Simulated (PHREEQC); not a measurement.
0.021 g of hydrous ferric oxide (600 m²/g; 0.2 weak and 0.005 strong sites per Fe, Dzombak-Morel constants, diffuse double layer) in 1 kg of water with 0.1 mol/kgw of an inert sodium salt and 7.5e-05 mol CuCl2, at 25 °C; the pH is set by adding NaOH or the inert anion's acid. O2 is buffered at 0.21 atm. No CO2 enters from the air. Precipitation was switched off in this run.

Model: ion-association model, wateq4f.dat, run in PHREEQC.

```json
[
 {"pH": "3", "Cu sorbed (%)": "0.0", "surface charge σ (C/m²)": "0.363", "surface potential ψ (mV)": "153"},
 {"pH": "4", "Cu sorbed (%)": "0.2", "surface charge σ (C/m²)": "0.321", "surface potential ψ (mV)": "147"},
 {"pH": "5", "Cu sorbed (%)": "3.4", "surface charge σ (C/m²)": "0.219", "surface potential ψ (mV)": "127"},
 {"pH": "6", "Cu sorbed (%)": "27.6", "surface charge σ (C/m²)": "0.176", "surface potential ψ (mV)": "116"},
 {"pH": "7", "Cu sorbed (%)": "42.1", "surface charge σ (C/m²)": "0.177", "surface potential ψ (mV)": "116"},
 {"pH": "8", "Cu sorbed (%)": "35.4", "surface charge σ (C/m²)": "0.083", "surface potential ψ (mV)": "80"},
 {"pH": "9", "Cu sorbed (%)": "30.0", "surface charge σ (C/m²)": "0.020", "surface potential ψ (mV)": "27"},
 {"pH": "10", "Cu sorbed (%)": "26.5", "surface charge σ (C/m²)": "-0.021", "surface potential ψ (mV)": "-28"},
 {"pH": "11", "Cu sorbed (%)": "21.1", "surface charge σ (C/m²)": "-0.087", "surface potential ψ (mV)": "-81"}
]
```

Along this series the solution becomes supersaturated in solids that the run did not let form, among them Cu(OH)2. The database's constant for dissolved Cu(OH)2 is higher than later reviews accept. The oxide is taken as insoluble; below pH 4 it would dissolve.
